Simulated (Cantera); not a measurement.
Feed: 1 mol Si, a varied amount of HBr, held at 925 K and 0.450 bar.

Equilibrium computed with Cantera from the NASA thermochemical tables; the gas is ideal and each condensed phase is pure. Candidate condensed phases: Br2, Si; 19 gas species. The tables' values for SiBr3 are old estimates; treat these amounts as uncertain. Rates play no part.

x: gas mole fraction; n: condensed amount in mol.

| n(HBr) (mol) | x HBr | x H2 | x SiBr4 | x SiHBr3 | x SiH2Br2 | n Si(s) |
|---|---|---|---|---|---|---|
| 2.1 | 0.0158 | 0.646 | 0.310 | 0.0263 | 0.00105 | 0.470 |
| 2.5 | 0.0158 | 0.646 | 0.310 | 0.0263 | 0.00105 | 0.369 |
| 2.9 | 0.0158 | 0.646 | 0.310 | 0.0263 | 0.00105 | 0.268 |
| 3.4 | 0.0158 | 0.646 | 0.310 | 0.0263 | 0.00105 | 0.141 |
| 4 | 0.0214 | 0.645 | 0.313 | 0.0195 | (withheld) | 0 |
| 4.7 | 0.191 | 0.539 | 0.269 | 0.00157 | (withheld) | 0 |
| 5.6 | 0.348 | 0.434 | 0.217 | 0.000559 | (withheld) | 0 |
| 6.6 | 0.465 | 0.357 | 0.178 | 0.000283 | (withheld) | 0 |
| 7.7 | 0.552 | 0.298 | 0.149 | 0.000167 | (withheld) | 0 |
| 9.1 | 0.630 | 0.247 | 0.123 | 0.000100 | (withheld) | 0 |
| 11 | 0.700 | 0.200 | 0.0999 | 5.91e-5 | (withheld) | 0 |
| 13 | 0.750 | 0.167 | 0.0833 | 3.83e-5 | (withheld) | 0 |

Task: Complete the blanks.

Result: 
- 4, x SiH2Br2: 0.000573
- 4.7, x SiH2Br2: 4.32e-6
- 5.6, x SiH2Br2: 6.78e-7
- 6.6, x SiH2Br2: 2.12e-7
- 7.7, x SiH2Br2: 8.76e-8
- 9.1, x SiH2Br2: 3.82e-8
- 11, x SiH2Br2: 1.64e-8
- 13, x SiH2Br2: 8.28e-9
